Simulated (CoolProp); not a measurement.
Computed with CoolProp (reference Helmholtz-energy equation of state, Lemmon 2013).

Task: Give the vapour pressure (kPa), liquid density (kg/m³), vapour density (kg/m³), enthalpy of vaporisation (kJ/kg) of saturated propylene at 224, 321.4 K.

Result: 
```
T (K)  p (kPa)  liquid density (kg/m³)  vapour density (kg/m³)  enthalpy of vaporisation (kJ/kg)
-----  -------  ----------------------  ----------------------  --------------------------------
224       94.5                     612                    2.21                               441
321.4     1980                     462                    43.8                               283
```
